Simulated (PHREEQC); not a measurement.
Make-up at 43 °C: 0.019 mol/kgw HNO3, 0.0026 mol/kgw Al(NO3)3 and 1.6e-05 mol/kgw CO2. Closed to the air; pH follows from the charge balance.

Model: ion-association model, phreeqc.dat, run in PHREEQC.

- pH = 1.78
- ionic strength = 0.0346 mol/kgw
- specific conductance = 11400 µS/cm
- total alkalinity = -19.0 meq/kg

| species | molality | activity | log γ |
|---|---|---|---|
| NO3- | 0.0268 | 0.0221 | -0.083 |
| H+ | 0.0190 | 0.0164 | -0.063 |
| Al+3 | 0.00260 | 0.000703 | -0.568 |
| CO2 | 1.60e-5 | 1.61e-5 | 0.003 |
| AlOH+2 | 2.58e-6 | 1.31e-6 | -0.294 |
| Al(OH)2+ | 3.04e-9 | 2.57e-9 | -0.074 |

Precipitation was switched off in this run. At this temperature some constants are extrapolated from 25 °C, and those without enthalpy data are left unchanged.
